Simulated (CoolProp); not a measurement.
Vapour-liquid equilibrium of toluene (1) + o-xylene (2) at 507.5 K; x and y are mole fractions of (1).

Computed with CoolProp (multi-fluid Helmholtz-energy mixture model, Lemmon 2006 and Zhou 2012; pair parameters Bell 2016).

```csv
x,bubble pressure (MPa),y at the bubble point,dew pressure at overall composition x (MPa),liquid density (mol/L)
0.05,0.7098,0.081,0.6988,___
0.2,0.7989,0.296,0.7565,6.418
0.35,___,0.475,0.8250,6.491
0.5,0.9890,0.626,0.9070,___
0.65,1.087,0.755,1.006,6.633
0.8,1.187,0.867,1.126,6.704
0.95,___,0.968,___,6.775
```

Problem. Complete the blanks.

Solution. 
- 0.05, liquid density (mol/L): 6.344
- 0.35, bubble pressure (MPa): 0.8925
- 0.5, liquid density (mol/L): 6.562
- 0.95, bubble pressure (MPa): 1.289
- 0.95, dew pressure at overall composition x (MPa): 1.270

No azeotrope shows between x = 0.05 and 0.95.

Pair parameters are fitted to limited data, so mixtures are less certain than the pure fluids.
